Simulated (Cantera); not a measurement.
Input: 1 mol SiC, 2.8 mol CO2, 230 mol H2, at 1330 Pa.

Method: chemical equilibrium by Gibbs-energy minimisation in Cantera with the NASA 1993 tables (ideal gas, pure condensed phases). Candidate condensed phases: C, C6H6, C7H8, C8H18, H2O, Si, SiC, SiO2; 123 gas species. Mutual solubility and eutectic melting of coexisting phases are not modelled. The tables hold silica as quartz up to 1696 K and as liquid above; real silica turns to tridymite and cristobalite and melts near 1996 K. Rates play no part.

log p: log10 of the partial pressure in bar; n: condensed amount in mol.

```csv
T (°C),log p H2,log p H,log p CO,log p SiO,log p H2O,log p CH4,log p OH,n SiO2(β-quartz),n C(graphite),n SiC(s)
650,-1.88,-10.55,-3.70,<-13,-5.09,-4.70,<-13,1.00,0,0
750,-1.88,-9.32,-3.69,-13.42,-6.11,-4.91,<-13,1.00,0,0
850,-1.88,-8.31,-3.69,-10.28,-6.75,-5.30,<-13,1.000,0.115,0
950,-1.88,___,-3.69,___,-7.27,___,<-13,1.000,___,0
1050,-1.88,___,-3.67,___,-7.27,___,<-13,___,0,___
1150,-1.88,-6.12,-3.66,-4.94,-6.73,-7.51,-12.63,0.797,0,0
1250,-1.88,-5.58,-3.66,-4.84,-5.52,-9.26,-10.73,0.747,0,0
1350,-1.88,-5.10,-3.67,-4.51,-4.71,-10.55,-9.31,0.459,0,0
1450,-1.89,-4.68,-3.67,-4.25,-4.35,-11.35,-8.40,0,0,0
1550,-1.89,-4.31,-3.67,-4.25,-4.35,-11.72,-7.92,0,0,0
1650,-1.89,-3.97,-3.67,-4.25,-4.35,-12.06,-7.49,0,0,0
1750,-1.89,-3.67,-3.67,-4.25,-4.35,-12.37,-7.11,0,0,0
1850,-1.90,-3.39,-3.67,-4.25,-4.35,-12.65,-6.76,0,0,0
1950,-1.91,-3.15,-3.68,-4.26,-4.36,-12.93,-6.44,0,0,0
```

Question: Complete the blanks.

Answer: 
- 1050, log p H: -6.74
- 1050, log p SiO: -5.91
- 1050, log p CH4: -6.35
- 1050, n SiO2(β-quartz): 0.921
- 1050, n SiC(s): 0.0571
- 950, log p H: -7.46
- 950, log p SiO: -7.67
- 950, log p CH4: -5.64
- 950, n C(graphite): 0.160
